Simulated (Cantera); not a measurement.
Charge: 1 mol borazine, 40 mol H₂, equilibrated at 1800 °C and 1.33 mbar.

Method: chemical equilibrium by Gibbs-energy minimisation in Cantera with the NASA 1993 tables (ideal gas, pure condensed phases). Candidate condensed phases: B, BN; 15 gas species. The feed counts by its element totals alone. The tables' values for BH₂ are old estimates; treat these amounts as uncertain. Kinetics and transport are ignored.

Base state: H₂ 0.898, H 0.0683, N₂ 0.0325, BH₂ 0.000630, B 0.000323, BH 1.97e-5 (mole fractions); condensed: B(s).

### Question
What changes in the equilibrium state with this change: temperature from 1800 °C to 1702 °C?

### Answer
| species | before | after |
|---|---|---|
| H₂ | 0.898 | 0.930 |
| H | 0.0683 | 0.0361 |
| N₂ | 0.0325 | 0.0331 |
| BH₂ | 0.000630 | 0.000376 |
| B | 0.000323 | 6.56e-5 |
| BH | 1.97e-5 | 5.81e-6 |
| B(s), mol | 2.96 | 2.98 |
